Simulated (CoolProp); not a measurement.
Saturated liquid density (kg/m³) of n-nonane: the reference equation beside estimates from Tc = 594.5 K, pc = 22.82 bar, ω = 0.443. Rackett uses Z = 0.29056 − 0.08775 ω.

Computed with CoolProp (reference Helmholtz-energy equation of state, Lemmon 2006). It is a short technical equation, of lower accuracy than the large ones.

```tsv
T (K)	reference	Rackett	van der Waals	Redlich-Kwong	Soave-Redlich-Kwong	Peng-Robinson
353.3	669.9	683.3	366.4	539.7	569.7	642.0
373.7	653.0	665.4	357.7	524.6	556.6	628.0
394	635.6	646.8	348.5	508.7	542.4	612.6
414.4	617.6	627.4	338.8	491.5	526.6	595.5
434.8	598.8	606.9	328.4	473.0	509.1	576.5
455.2	578.9	585.3	317.3	453.0	489.7	555.1
475.6	557.6	562.2	305.2	431.2	467.9	530.8
496	534.3	537.1	291.9	407.3	443.2	503.0
516.4	508.5	509.4	277.1	380.6	414.8	470.7
```

Absolute difference from the reference over all 9 rows, mean and median: Rackett 1.2 and 1.4 %, van der Waals 45.3 and 45.2 %, Redlich-Kwong 21.5 and 21.0 %, Soave-Redlich-Kwong 15.7 and 15.0 %, Peng-Robinson 4.6 and 4.1 %.
